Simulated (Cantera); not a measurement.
A Cantera script and its output.

```python
import numpy as np
import cantera as ct

gas = ct.Solution("gri30.yaml")


def delay(T, t_max=10):
    gas.TPX = T, 3700000, {'CH4': 1, 'O2': 1.82, 'N2': 6.84}
    reactor = ct.IdealGasConstPressureReactor(gas, clone=False)
    net = ct.ReactorNet([reactor])
    net.rtol, net.atol = 1e-8, 1e-16
    while net.time < t_max:
        t_old, T_old = net.time, reactor.T
        net.step()
        if reactor.T > T + 400:  # ignition: a rise of 400 K
            return t_old + (T + 400 - T_old) / (reactor.T - T_old) * (net.time - t_old)
    return np.nan


taus = []
for T in [1200, 1300, 1400, 1500, 1600, 1700]:
    taus.append(delay(T))
    print(f"T0 = {T:6g} K   tau = {taus[-1]:.4e} s")
```

It prints:

```
T0 =   1200 K   tau = 1.1381e-03 s
T0 =   1300 K   tau = 3.7295e-04 s
T0 =   1400 K   tau = 1.3960e-04 s
T0 =   1500 K   tau = 5.7176e-05 s
T0 =   1600 K   tau = 2.5055e-05 s
T0 =   1700 K   tau = 1.1637e-05 s
```

Cantera simulation using GRI-Mech 3.0 (53 species, 325 reactions); the numbers are that mechanism's predictions, not measurements. The pressure lies above the range GRI-Mech 3.0 was tuned for (to about 10 atm).
